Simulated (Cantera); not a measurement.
Cantera run:

```python
import numpy as np
import cantera as ct

gas_names = """
    C CN CO CO2 C2 CCN CNC C2N2 C2O C3 C3O2 C4 C4N2 C5 Fe FeC5O5 FeO N NCO NO NO2 NO3 N2 N2O O O2 O3
""".split()
cond_names = """
    C(gr) Fe(a) Fe(c) Fe(d) Fe(L) FeC5O5(L) FeO(s) FeO(L) Fe2O3(s) Fe3O4(s)
""".split()


# ... load() reads the species with a 1 bar reference pressure and builds the phases ...
atoms = {
    'Fe(CO)5': {'Fe': 1, 'C': 5, 'O': 5},
    'N2': {'N': 2},
}
top_T = {'C(gr)': 4500, 'Fe2O3(s)': 1830, 'Fe3O4(s)': 1870}  # K; cautious upper limits of use, not melting points


# ... equilibrate(T, P, feed) seeds the gas with the atoms and calls Mixture.equilibrate('TP', solver="vcs", rtol=1e-11, max_steps=5000) ...
results = []
feed = {'Fe(CO)5': 1, 'N2': 34}  # mol
P = 2300  # Pa
for T in [1025, 1050, 1075, 1100, 1125, 1150, 1175, 1200, 1225, 1250]:
    mix = equilibrate(T, P, feed)
    results.append((T, P, feed, dict(zip(mix.species_names, mix.species_moles))))
    x = sorted(zip(gas.X, gas.species_names), reverse=True)
    print(f"T = {T:g} K  P = {P:g} Pa  gas = {mix.phase_moles(0):.4g} mol")
    print("   x: " + "  ".join(f"{s} {v:.3e}" for v, s in x if v > 0.001))
    print("   condensed (mol): " + ("  ".join(f"{mix.phase(i).name} {mix.phase_moles(i):.4g}"
          for i in range(1, mix.n_phases) if mix.phase_moles(i) > 1e-12) or "none"))
```

It prints:

```
T = 1025 K  P = 2300 Pa  gas = 38.99 mol
   x: N2 8.719e-01  CO 1.280e-01
   condensed (mol): C(gr) 0.005052  Fe(a) 1
T = 1050 K  P = 2300 Pa  gas = 39 mol
   x: N2 8.719e-01  CO 1.281e-01
   condensed (mol): C(gr) 0.003144  Fe(a) 1
T = 1075 K  P = 2300 Pa  gas = 39 mol
   x: N2 8.718e-01  CO 1.281e-01
   condensed (mol): C(gr) 0.002001  Fe(a) 1
T = 1100 K  P = 2300 Pa  gas = 39 mol
   x: N2 8.718e-01  CO 1.281e-01
   condensed (mol): C(gr) 0.0013  Fe(a) 1
T = 1125 K  P = 2300 Pa  gas = 39 mol
   x: N2 8.718e-01  CO 1.282e-01
   condensed (mol): C(gr) 0.0008614  Fe(a) 1
T = 1150 K  P = 2300 Pa  gas = 39 mol
   x: N2 8.718e-01  CO 1.282e-01
   condensed (mol): C(gr) 0.0005814  Fe(a) 1
T = 1175 K  P = 2300 Pa  gas = 39 mol
   x: N2 8.718e-01  CO 1.282e-01
   condensed (mol): C(gr) 0.0003992  Fe(a) 1
T = 1200 K  P = 2300 Pa  gas = 39 mol
   x: N2 8.718e-01  CO 1.282e-01
   condensed (mol): C(gr) 0.0002786  Fe(c) 1
T = 1225 K  P = 2300 Pa  gas = 39 mol
   x: N2 8.718e-01  CO 1.282e-01
   condensed (mol): C(gr) 0.0001974  Fe(c) 1
T = 1250 K  P = 2300 Pa  gas = 39 mol
   x: N2 8.718e-01  CO 1.282e-01
   condensed (mol): C(gr) 0.0001419  Fe(c) 1
```

These are equilibrium values from Cantera (NASA tables, ideal gas, pure condensed phases), not measurements of a reactor. Condensed phases not in the tables: cementite and carbon dissolved in iron.
